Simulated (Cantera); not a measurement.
Input: 1 mol C2H5OH, 0.022 mol CO2, 4.2 mol N2, held at 14.3 Torr.

These are equilibrium values from Cantera (NASA tables, ideal gas, pure condensed phases), not measurements of a reactor. Candidate condensed phases: C, C6H6, C7H8, C8H18, H2O; 136 gas species. Kinetics and transport are ignored.

Over these rows the condensed part is C(graphite). Partial pressures as log10 of bar:

```
T (K)  1000/T (1/K)  log p CO2  log p N2  log p H2  log p CO
-----  ------------  ---------  --------  --------  --------
1125         0.8889      -6.47     -2.01     -2.16     -2.62
1175         0.8511          ?     -2.01     -2.16     -2.62
1225         0.8163      -7.11     -2.01     -2.16     -2.62
1275         0.7843      -7.39     -2.01     -2.16     -2.62
1325         0.7547      -7.65     -2.01     -2.16     -2.62
1375         0.7273      -7.89     -2.01     -2.16     -2.62
```

Problem. Fit log p(CO2) = a + b·(1000/T) to the five rows, give the apparent enthalpy, and predict the row at 1175 K.

Solution. Means: 1000/T = 0.7943, log p = -7.302. Sxy = 0.136988, Sxx = 0.0155903, so b = 8.79 and a = -7.302 − (8.79)×0.7943 = -14.28.
Apparent enthalpy: −19.145 × (8.79) = -168 kJ/mol. With the condensed phases at unit activity, 2 CO(g) = CO2(g) + C(graphite) links this pressure to the main gases: over the six rows their terms move log p by +0.00 in all, so the slope is close to that reaction's ΔH°. The five rows lie within 0.01 of the line.
Prediction at 1175 K: -14.28 + (8.79)×0.8511 = -6.80. The computed value is -6.80, 0.00 from the line.
